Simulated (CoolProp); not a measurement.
Properties of CH2F2 (R32) along the isotherm 231.4 K.

The numbers come from the reference Helmholtz-energy equation of state, Tillner-Roth 1997 in CoolProp.

| p (MPa) | phase | density (kg/m³) | cp (kJ/(kg K)) | expansivity (1/kK) | viscosity (µPa s) |
|---|---|---|---|---|---|
| 0.00914 | gas | 0.2479 | 0.7457 | 4.376 | 10.3 |
| 0.0138 | gas | 0.3748 | 0.7498 | 4.405 | 10.3 |
| 0.0208 | gas | 0.5663 | 0.7560 | 4.448 | 10.3 |
| 0.0314 | gas | 0.8579 | 0.7656 | 4.514 | 10.3 |
| 0.0474 | gas | 1.302 | 0.7805 | 4.618 | 10.3 |
| 0.0714 | gas | 1.978 | 0.8046 | 4.784 | 10.3 |
| 0.108 | gas | 3.031 | 0.8466 | 5.064 | 10.3 |
| 0.245 | liquid | 1185 | 1.604 | 2.416 | 261 |
| 0.37 | liquid | 1186 | 1.603 | 2.413 | 262 |
| 0.558 | liquid | 1186 | 1.603 | 2.408 | 262 |
| 0.842 | liquid | 1187 | 1.601 | 2.400 | 263 |
| 1.27 | liquid | 1187 | 1.600 | 2.389 | 264 |
| 1.92 | liquid | 1189 | 1.597 | 2.373 | 265 |
| 2.89 | liquid | 1191 | 1.594 | 2.349 | 268 |

Viscosity comes from a separate model (Bell 2016), an estimate that may be off by 10 % or more.
